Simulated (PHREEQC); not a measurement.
Dissolve 0.0013 mol FeCl3, 0.0013 mol H2SO4 and 0.22 mol NaCl per kg of water at 71 °C. Closed to the air; pH follows from the charge balance.

Computed with PHREEQC (ion-association model, phreeqc.dat).

```json
{
  "pH": "2.59",
  "ionic_strength": "0.228 mol/kgw",
  "activity_of_water": "0.992",
  "specific_conductance": "49900 µS/cm",
  "density": "0.986 g/cm³",
  "total_alkalinity": "-5.20 meq/kg"
}
```

| species | molality | activity | log γ |
|---|---|---|---|
| Cl- | 0.224 | 0.153 | -0.165 |
| Na+ | 0.220 | 0.158 | -0.143 |
| H+ | 0.00330 | 0.00257 | -0.109 |
| SO4-2 | 0.000770 | 0.000193 | -0.601 |
| FeOH+2 | 0.000612 | 0.000157 | -0.592 |
| FeCl+2 | 0.000384 | 9.81e-5 | -0.592 |
| NaSO4- | 0.000273 | 0.000197 | -0.143 |
| HSO4- | 0.000212 | 0.000153 | -0.142 |
| Fe(OH)2+ | 0.000126 | 9.09e-5 | -0.143 |
| Fe+3 | 5.77e-5 | 6.01e-6 | -0.982 |
| FeSO4+ | 4.31e-5 | 3.07e-5 | -0.148 |
| FeCl2+ | 2.66e-5 | 1.89e-5 | -0.148 |
| Fe2(OH)2+4 | 2.42e-5 | 1.27e-7 | -2.280 |
| FeHSO4+2 | 1.03e-6 | 2.77e-7 | -0.570 |

This is a speciation only: nothing precipitates in the calculation. The solution is supersaturated, for example in Hematite (slow to form), Goethite (slow to form), so a real one may precipitate; this is no full list. Species that the database lacks are ignored. At this temperature some constants are extrapolated from 25 °C, and those without enthalpy data are left unchanged.
